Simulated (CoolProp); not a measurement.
R227EA at several states: density (kg/m³) from the reference equation and from simpler models built on Tc = 374.9 K, pc = 2.925 MPa, ω = 0.358; each cubic takes its own stable root.

Model: reference Helmholtz-energy equation of state, Lemmon 2016, in CoolProp.

```csv
T (K),p (MPa),phase,reference,van der Waals,Redlich-Kwong
373.8,14.6,liquid,1217,883.3,1131
260.9,5.92,liquid,1553,969.9,1378
469.3,13.6,supercritical,813.4,735.4,823.1
184.5,0.0114,liquid,1771,1.271,1561
271.6,7.47,liquid,1525,965.7,1358
355.2,0.0209,gas,1.207,1.206,1.207
```

At some of these states van der Waals gives the other phase, because its saturation line lies elsewhere.
